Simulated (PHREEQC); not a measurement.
2.5 g of hydrous ferric oxide (600 m²/g; 0.2 weak and 0.005 strong sites per Fe, Dzombak-Morel constants, diffuse double layer) in 1 kg of water with 0.3 mol/kgw of an inert sodium salt and 9.1e-06 mol NiCl2 and 0.013 mol ZnCl2, at 25 °C; the pH is set by adding NaOH or the inert anion's acid. O2 is buffered at 0.21 atm. The system is closed to CO2. No solid was allowed to form.

Base run: PHREEQC, ion-association model, wateq4f.dat. Each further column changes one thing. The table gives Zn sorbed (%).

```tsv
pH	base	no electrostatic term (-no_edl)	background salt from 0.3 to 0.03 mol/kgw	oxide from 2.5 to 12 g/kgw	0.0061 mol/kgw CuSO4 added
4	0.2	0.2	0.2	0.8	0.0
4.67	1.0	1.0	1.0	4.6	0.1
5.33	3.2	4.3	3.3	14.3	0.4
6.67	29.3	42.1	24.6	87.7	1.5
7.33	35.1	44.1	29.6	97.6	4.3
8	36.7	44.3	30.9	99.6	14.1
8.67	35.8	44.3	29.6	99.9	27.5
9.33	31.2	44.2	26.4	99.9	27.7
10.67	23.0	31.8	22.4	95.8	20.2
11.33	19.6	5.0	20.8	84.4	16.1
12	13.3	0.7	17.3	57.1	8.7
```

In at least one series the solution becomes supersaturated in solids that the run did not let form, among them Zn(OH)2-e, Zn5(OH)8Cl2, Ni(OH)2. The database's constant for dissolved Cu(OH)2 is higher than later reviews accept.
